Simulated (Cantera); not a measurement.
Feed: 1 mol TiO2, 0.32 mol MgO, 4.2 mol O2, equilibrated at 1.10 mbar.

Cantera equilibrium calculation (NASA polynomials, part measured and part estimated; ideal gas, pure solids and liquids). Candidate condensed phases: Mg, MgO, MgTiO3, MgTi2O5, Mg2TiO4, Ti, TiO, TiO2, Ti2O3, Ti3O5, Ti4O7; 9 gas species. Mutual solubility and eutectic melting of coexisting phases are not modelled. Condensed phases not in the tables: alloys, solid solutions and most ternary compounds. The numbers say what is thermodynamically allowed, not how fast it happens. All values below are at 2050 K.

Base state: O2 0.971, O 0.0289, TiO2 0.000478, Mg 2.58e-5 (mole fractions); condensed: MgTi2O5(l) + TiO2(rutile).

**Question.** What changes in the equilibrium state with this change: pressure from 1.10 mbar to 10.0 mbar?

**Answer.** 
```
species              before    after
-----------------  --------  -------
O2                    0.971    0.990
O                    0.0289  0.00968
TiO2               0.000478  5.26e-5
Mg                  2.58e-5  9.31e-7
MgTi2O5(l), mol       0.320    0.320
TiO2(rutile), mol     0.358    0.360
```
